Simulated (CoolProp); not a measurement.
Dodecamethylpentasiloxane (MD3M) along the isobar 2930 kPa: density (kg/m³) from the reference equation and from simpler models built on Tc = 628.0 K, pc = 954.0 kPa, ω = 0.730; each cubic takes its own stable root.

Computed with CoolProp (reference Helmholtz-energy equation of state, Thol 2019).

```json
[
 {"T (K)": "225.1", "phase": "liquid", "reference": "943.6"},
 {"T (K)": "245.4", "phase": "liquid", "reference": "923.8"},
 {"T (K)": "265.8", "phase": "liquid", "reference": "904.2"},
 {"T (K)": "286.1", "phase": "liquid", "reference": "885.0"},
 {"T (K)": "306.4", "phase": "liquid", "reference": "865.9"},
 {"T (K)": "326.8", "phase": "liquid", "reference": "846.8"},
 {"T (K)": "347.1", "phase": "liquid", "reference": "827.7"},
 {"T (K)": "367.4", "phase": "liquid", "reference": "808.5"},
 {"T (K)": "387.8", "phase": "liquid", "reference": "789.1"},
 {"T (K)": "408.1", "phase": "liquid", "reference": "769.6"},
 {"T (K)": "428.4", "phase": "liquid", "reference": "749.7"},
 {"T (K)": "448.8", "phase": "liquid", "reference": "729.4"},
 {"T (K)": "469.1", "phase": "liquid", "reference": "708.7"},
 {"T (K)": "489.4", "phase": "liquid", "reference": "687.4"},
 {"T (K)": "509.8", "phase": "liquid", "reference": "665.2"}
]
```

Q: How far does each simpler model (van der Waals, Redlich-Kwong, Soave-Redlich-Kwong, Peng-Robinson) lie from the reference over these 15 states: mean and median of the absolute difference, and the worst?

A: 
- van der Waals: mean 42.8 %, median 43.0 %, worst -46.6 % at 225.1 K and 2930 kPa
- Redlich-Kwong: mean 18.1 %, median 17.8 %, worst -21.3 % at 225.1 K and 2930 kPa
- Soave-Redlich-Kwong: mean 13.1 %, median 12.5 %, worst -18.7 % at 225.1 K and 2930 kPa
- Peng-Robinson: mean 3.4 %, median 1.9 %, worst -9.2 % at 225.1 K and 2930 kPa
